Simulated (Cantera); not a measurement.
A closed system holds: 1 mol Si₂Cl₆, 3.7 mol NH₃, 69 mol N₂, equilibrated at 1000 Pa.

Equilibrium computed with Cantera from the NASA thermochemical tables; the gas is ideal and each condensed phase is pure. Candidate condensed phases: NH₄Cl, Si, Si₃N₄; 28 gas species. The feed counts by its element totals alone. Equilibrium is a limit: real reactors are often held back by kinetics, nucleation or transport.

### Question
Which condensed phases are stable at each of these points (T (°C)): 1277, 1327, 1377, 1427, 1477, 1527, 1577, 1627, 1677, 1727, 1777, 1827?

### Answer
| T (°C) | condensed phases | Si condensed (%) |
|---|---|---|
| 1277 | Si₃N₄(s) | 52.9 |
| 1327 | Si₃N₄(s) | 39.3 |
| 1377 | Si₃N₄(s) | 26.1 |
| 1427 | Si₃N₄(s) | 14.1 |
| 1477 | Si₃N₄(s) | 3.3 |
| 1527 | gas only | 0.0 |
| 1577 | gas only | 0.0 |
| 1627 | gas only | 0.0 |
| 1677 | gas only | 0.0 |
| 1727 | gas only | 0.0 |
| 1777 | gas only | 0.0 |
| 1827 | gas only | 0.0 |

From 1277 °C to 1477 °C the condensed part is Si₃N₄(s). From 1527 °C to 1827 °C nothing is condensed.
